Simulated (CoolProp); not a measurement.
Vapour-liquid equilibrium of isobutene (1) + n-butane (2) at 322.4 K; x and y are mole fractions of (1).

Values from CoolProp's multi-fluid Helmholtz-energy mixture model, Lemmon 2005 and Bücker 2006; pair parameters Bell 2016.

| x | bubble pressure, mixture model (MPa) | bubble pressure, Raoult's law (MPa) | y, mixture model | y, Raoult's law |
|---|---|---|---|---|
| 0.05 | 0.4932 | 0.4918 | 0.061 | 0.061 |
| 0.125 | 0.5033 | 0.5002 | 0.150 | 0.150 |
| 0.2 | 0.5129 | 0.5087 | 0.234 | 0.235 |
| 0.275 | 0.5222 | 0.5171 | 0.315 | 0.318 |
| 0.35 | 0.5311 | 0.5256 | 0.393 | 0.399 |
| 0.425 | 0.5397 | 0.5340 | 0.469 | 0.477 |
| 0.5 | 0.5480 | 0.5425 | 0.543 | 0.552 |
| 0.575 | 0.5561 | 0.5509 | 0.615 | 0.625 |
| 0.65 | 0.5640 | 0.5594 | 0.686 | 0.696 |
| 0.725 | 0.5717 | 0.5678 | 0.755 | 0.765 |
| 0.8 | 0.5792 | 0.5763 | 0.823 | 0.831 |
| 0.875 | 0.5867 | 0.5847 | 0.890 | 0.896 |
| 0.95 | 0.5940 | 0.5932 | 0.957 | 0.959 |

The largest gap from Raoult's law is +1.1 % in bubble pressure, at x = 0.425. No azeotrope shows between x = 0.05 and 0.95.

The pair parameters rest on a limited set of measurements; away from them the model extrapolates.
